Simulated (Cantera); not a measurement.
Feed: 1 mol SiCl₄, 1.4 mol H₂, 1.8 mol HCl, at 550 K and 0.100 bar.

Equilibrium computed with Cantera from the NASA thermochemical tables; the gas is ideal and each condensed phase is pure. Candidate condensed phases: Si; 19 gas species. Equilibrium is a limit: real reactors are often held back by kinetics, nucleation or transport.

Base state: HCl 0.429, H₂ 0.333, SiCl₄ 0.238 (mole fractions); condensed: gas only.

Question: What changes in the equilibrium state with this change: temperature from 550 K to 1123 K?

Answer: 
| species | before | after |
|---|---|---|
| HCl | 0.429 | 0.433 |
| H₂ | 0.333 | 0.329 |
| SiCl₄ | 0.238 | 0.234 |
| SiCl₃ | <1e-9 | 0.00119 |
| SiCl₂ | <1e-9 | 7.56e-5 |
The tables' values for SiCl₃ are old estimates; treat these amounts as uncertain.
